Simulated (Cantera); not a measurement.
An adiabatic, constant-volume homogeneous reactor starts with C₃H₈ : O₂ : N₂ : CO₂ = 1 : 2.63 : 9.89 : 0.67 (molar parts), equivalence ratio 1.9, at 1450 K and 1.00 bar.

Detailed kinetics in Cantera: GRI-Mech 3.0 (53 species, 325 reactions). GRI-Mech 3.0 was tuned for natural gas; its chemistry of propane as a main component is partial and can be far from experiment.

One state of this run: T (K) = 2783; P (bar) = 2.40; x C₃H₈ = <1e-12; x O₂ = 0.000317; x CO₂ = 0.0336; x HO₂ = 2.93e-7; x CH₂ = 6.01e-12; x HCO = 6.12e-7; x O = 0.000586. x: mole fraction; the columns are a selection and need not sum to one.

Which value of t (s) does it belong to?
A. 0.901
B. 5.55e-6
C. 3.08e-5
D. 0.000171

A, 0.901
